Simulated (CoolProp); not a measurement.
Properties of hexamethyldisiloxane (MM) at several states.

Values from CoolProp's reference Helmholtz-energy equation of state, Thol 2016.

```
T (°C)  p (MPa)   phase  isothermal compressibility (1/MPa)  expansivity (1/kK)
------  -------  ------  ----------------------------------  ------------------
274.65   0.0487     gas                               20.69               1.875
-53.45    0.371  liquid                            0.001085               1.206
119.25     3.84  liquid                            0.004843               1.744
```
